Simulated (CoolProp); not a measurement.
Vapour-liquid equilibrium of cyclohexane (1) + p-xylene (2) at 0.0373 MPa; x and y are mole fractions of (1).

Computed with CoolProp (multi-fluid Helmholtz-energy mixture model, Zhou 2014 and Zhou 2012; pair parameters Bell 2016).

Task: Give the bubble temperature and the first vapour's composition at x = 0.15, 0.55, 0.75. Is there an azeotrope?

Result: x = 0.15: 357.7 K, y = 0.568; x = 0.55: 335.5 K, y = 0.895; x = 0.75: 329.8 K, y = 0.949. No azeotrope shows between x = 0.05 and 0.95.

Pair parameters are fitted to limited data, so mixtures are less certain than the pure fluids.
